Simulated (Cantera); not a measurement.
Input: 1 mol SiHCl3, 0.64 mol N2, 0.62 mol H2, 23 mol NH3, at 1950 K.

Cantera equilibrium calculation (NASA polynomials, part measured and part estimated; ideal gas, pure solids and liquids). Candidate condensed phases: NH4Cl, Si, Si3N4; 28 gas species. Gases not in the tables: Si2H6 and higher silanes. Rates play no part.

**Question.** What share of the Si ends up in condensed phases as a function of P (Pa), at 5, 21, 85, 350, 1400, 5900, 24000, 100000?

**Answer.** 
```
P (Pa)  Si condensed (%)        as
------  ----------------  --------
5                    0.0         -
21                   0.0         -
85                   0.0         -
350                 22.3     Si(l)
1400                51.1     Si(l)
5900                59.0     Si(l)
24000               61.1     Si(l)
100000              75.8  Si3N4(s)
```
